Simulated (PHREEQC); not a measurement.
**Brine**

Make-up at 13 °C: 0.33 mol/kgw Na2SO4 and 0.075 mol/kgw CaCl2. Closed to the air; pH follows from the charge balance.

Equilibrium calculation in PHREEQC: ion-association model, wateq4f.dat.

Precipitation was switched off in this run.

Q: Predict the ionic strength, activity of water.

A: ionic strength 0.864 mol/kgw; activity of water 0.982.

Q: In which forms is Na present?

A: Na+ 86 %, NaSO4- 14 % of the Na.

Examples of supersaturated solids here: Gypsum. Others may be too. Ionic strength above about 0.7 mol/kgw puts this run outside the model's range. Species that the database lacks are ignored. Away from 25 °C the constants follow the database's enthalpies or fits; those with neither stay at their 25 °C values.
